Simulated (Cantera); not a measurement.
Cantera run, input and output.

```python
import numpy as np
import cantera as ct

gas = ct.Solution("gri30.yaml")


def delay(T, t_max=10):
    gas.TPX = T, 100000, {'CO': 1, 'H2': 0.047, 'CH4': 0.044, 'O2': 1.2, 'N2': 4.08}
    reactor = ct.IdealGasConstPressureReactor(gas, clone=False)
    net = ct.ReactorNet([reactor])
    net.rtol, net.atol = 1e-8, 1e-16
    while net.time < t_max:
        t_old, T_old = net.time, reactor.T
        net.step()
        if reactor.T > T + 400:  # ignition: a rise of 400 K
            return t_old + (T + 400 - T_old) / (reactor.T - T_old) * (net.time - t_old)
    return np.nan


taus = []
for T in [1275, 1350, 1425, 1500, 1575]:
    taus.append(delay(T))
    print(f"T0 = {T:6g} K   tau = {taus[-1]:.4e} s")

# d ln(tau) / d ln(k), from doubling and halving each rate constant
T, sens = 1275, []
for i in range(gas.n_reactions):
    gas.set_multiplier(2.0, i)
    up = delay(T)
    gas.set_multiplier(0.5, i)
    down = delay(T)
    gas.set_multiplier(1.0, i)
    sens.append((np.log(up / down) / np.log(4.0), gas.reaction(i).equation))
sens.sort(key=lambda x: -abs(x[0]))
print(f"sensitivities at {T} K")
for s, eq in sens[:10]:
    print(f"{s:8.3f}  {eq}")
```

Result:

```
T0 =   1275 K   tau = 1.9344e-04 s
T0 =   1350 K   tau = 1.5631e-04 s
T0 =   1425 K   tau = 1.3489e-04 s
T0 =   1500 K   tau = 1.2246e-04 s
T0 =   1575 K   tau = 1.1607e-04 s
sensitivities at 1275 K
  -0.469  H + O2 <=> O + OH
  -0.421  CO + OH <=> CO2 + H
  -0.207  H2 + O <=> H + OH
   0.200  CH4 + OH <=> CH3 + H2O
   0.099  CH4 + H <=> CH3 + H2
  -0.066  H2 + OH <=> H + H2O
  -0.053  CO + O2 <=> CO2 + O
  -0.043  CH4 + O <=> CH3 + OH
   0.028  H + O2 + N2 <=> HO2 + N2
  -0.020  H + HO2 <=> 2 OH
```

Model: GRI-Mech 3.0 (53 species, 325 reactions), integrated in Cantera. Where the delays flatten at high temperature, the 400 K rule measures the pace of heat release, not the induction time.
